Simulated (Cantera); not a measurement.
Thermodynamics of abatement and gas-phase synthesis, feed SO2 + O2

Input: 1 mol SO2, 0.57 mol O2, held at 700 °C and 89.0 Pa.

Equilibrium computed with Cantera from the NASA thermochemical tables; the gas is ideal and each condensed phase is pure. Candidate condensed phases: S; 10 gas species. Kinetics and transport are ignored.

The x(SO2) is 0.618 and the x(O2) is 0.354. The x(SO3) is 0.0274, the gas amount comes out as 1.549 mol and the log10 activity of S(l) (absent) is -15.64.
